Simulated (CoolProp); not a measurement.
Vapour-liquid equilibrium of n-hexane (1) + ethylbenzene (2) at 0.0266 bar; x and y are mole fractions of (1).

Model: multi-fluid Helmholtz-energy mixture model, Thol 2019 and Zhou 2012; pair parameters Bell 2016, in CoolProp.

```json
[
 {"x": "0.05", "bubble temperature, mixture model (°C)": "24.4", "bubble temperature, Raoult's law (°C)": "28.6", "y, mixture model": "0.557", "y, Raoult's law": "0.441"},
 {"x": "0.125", "bubble temperature, mixture model (°C)": "13.0", "bubble temperature, Raoult's law (°C)": "18.6", "y, mixture model": "0.793", "y, Raoult's law": "0.712"},
 {"x": "0.2", "bubble temperature, mixture model (°C)": "6.5", "bubble temperature, Raoult's law (°C)": "11.8", "y, mixture model": "0.874", "y, Raoult's law": "0.827"},
 {"x": "0.275", "bubble temperature, mixture model (°C)": "2.2", "bubble temperature, Raoult's law (°C)": "6.8", "y, mixture model": "0.914", "y, Raoult's law": "0.887"},
 {"x": "0.35", "bubble temperature, mixture model (°C)": "-1.0", "bubble temperature, Raoult's law (°C)": "2.8", "y, mixture model": "0.936", "y, Raoult's law": "0.922"},
 {"x": "0.425", "bubble temperature, mixture model (°C)": "-3.4", "bubble temperature, Raoult's law (°C)": "-0.4", "y, mixture model": "0.951", "y, Raoult's law": "0.945"},
 {"x": "0.5", "bubble temperature, mixture model (°C)": "-5.4", "bubble temperature, Raoult's law (°C)": "-3.1", "y, mixture model": "0.962", "y, Raoult's law": "0.961"},
 {"x": "0.575", "bubble temperature, mixture model (°C)": "-7.1", "bubble temperature, Raoult's law (°C)": "-5.4", "y, mixture model": "0.970", "y, Raoult's law": "0.972"},
 {"x": "0.65", "bubble temperature, mixture model (°C)": "-8.6", "bubble temperature, Raoult's law (°C)": "-7.4", "y, mixture model": "0.977", "y, Raoult's law": "0.980"},
 {"x": "0.725", "bubble temperature, mixture model (°C)": "-9.9", "bubble temperature, Raoult's law (°C)": "-9.2", "y, mixture model": "0.983", "y, Raoult's law": "0.986"},
 {"x": "0.8", "bubble temperature, mixture model (°C)": "-11.2", "bubble temperature, Raoult's law (°C)": "-10.8", "y, mixture model": "0.988", "y, Raoult's law": "0.991"},
 {"x": "0.875", "bubble temperature, mixture model (°C)": "-12.4", "bubble temperature, Raoult's law (°C)": "-12.2", "y, mixture model": "0.993", "y, Raoult's law": "0.995"},
 {"x": "0.95", "bubble temperature, mixture model (°C)": "-13.6", "bubble temperature, Raoult's law (°C)": "-13.5", "y, mixture model": "0.997", "y, Raoult's law": "0.998"}
]
```

The largest gap from Raoult's law is -5.6 K in bubble temperature, at x = 0.125. No azeotrope shows between x = 0.05 and 0.95.

Pair parameters are fitted to limited data, so mixtures are less certain than the pure fluids.
